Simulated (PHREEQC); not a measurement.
Model water analysis in mg/kgw, 6.5 °C, pH 7.22:

```tsv
constituent	mg/kgw
Na	4250
K	46.7
Ca	340
Mg	85.3
Cl	7020
S(6) as SO4	565
Alkalinity as HCO3	94.2
Si as SiO2	90.1
Li	2.23
```

Cl is adjusted to close the charge balance.
Valence states are taken as typed.

The numbers come from PHREEQC with the Pitzer model, pitzer.dat.

This is a speciation only: nothing precipitates in the calculation.

Task: Estimate the activity of water.

Result: activity of water 0.993.

Task: In which forms is C present?

Result: HCO3- 87 %, CO2 13 % of the C.

At this temperature some constants are extrapolated from 25 °C, and those without enthalpy data are left unchanged.
